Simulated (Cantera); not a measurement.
A closed system holds: 1 mol LiCl, 0.42 mol H₂, held at 133 Pa.

Cantera equilibrium calculation (NASA polynomials, part measured and part estimated; ideal gas, pure solids and liquids). Candidate condensed phases: Li, LiCl, LiH; 11 gas species. Rates play no part.

Task: What share of the Li ends up in condensed phases as a function of T (K), at 673, 773, 873, 973, 1073, 1173, 1273, 1373?

Result: 
| T (K) | Li condensed (%) | as |
|---|---|---|
| 673 | 100.0 | LiCl(s) |
| 773 | 100.0 | LiCl(s) |
| 873 | 98.4 | LiCl(s) |
| 973 | 79.4 | LiCl(l) |
| 1073 | 0.0 | - |
| 1173 | 0.0 | - |
| 1273 | 0.0 | - |
| 1373 | 0.0 | - |
